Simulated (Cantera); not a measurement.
A closed system holds: 1 mol MgO, 43 mol HBr, 23 mol H2, equilibrated at 1573 K and 1.33 mbar.

These are equilibrium values from Cantera (NASA tables, ideal gas, pure condensed phases), not measurements of a reactor. Candidate condensed phases: Br2, H2O, Mg, MgBr2, MgO, Mg(OH)2; 20 gas species. Rates play no part.

Base state: HBr 0.524, H2 0.372, Br 0.0739, H2O 0.0146, MgBr2 0.0145, H 0.000679, MgBr 4.47e-5, Br2 3.88e-5 (mole fractions); condensed: gas only.

Problem. What changes in the equilibrium state with this change: pressure from 1.33 mbar to 42.0 mbar?

Solution. 
```
species    before     after
-------  --------  --------
HBr         0.524     0.601
H2          0.372     0.353
Br         0.0739    0.0155
MgBr2      0.0145    0.0150
H2O        0.0146    0.0150
MgBr      4.47e-5   6.99e-6
H        0.000679  0.000118
Br2       3.88e-5   5.36e-5
```

Problem. What changes in the equilibrium state with this change: temperature from 1573 K to 1473.15 K?

Solution. 
```tsv
species	before	after
HBr	0.524	0.573
H2	0.372	0.360
Br	0.0739	0.0369
MgBr2	0.0145	0.0149
H2O	0.0146	0.0149
MgBr	4.47e-5	1.30e-5
H	0.000679	0.000208
```

Problem. What changes in the equilibrium state with this change: temperature from 1573 K to 1123 K?

Solution. 
| species | before | after |
|---|---|---|
| HBr | 0.524 | 0.620 |
| H2 | 0.372 | 0.349 |
| H2O | 0.0146 | 0.0151 |
| Br | 0.0739 | 0.000823 |
| MgBr2 | 0.0145 | 0.0151 |
| MgBr | 4.47e-5 | 4.09e-8 |
| H | 0.000679 | 6.89e-7 |
| Br2 | 3.88e-5 | 2.07e-6 |
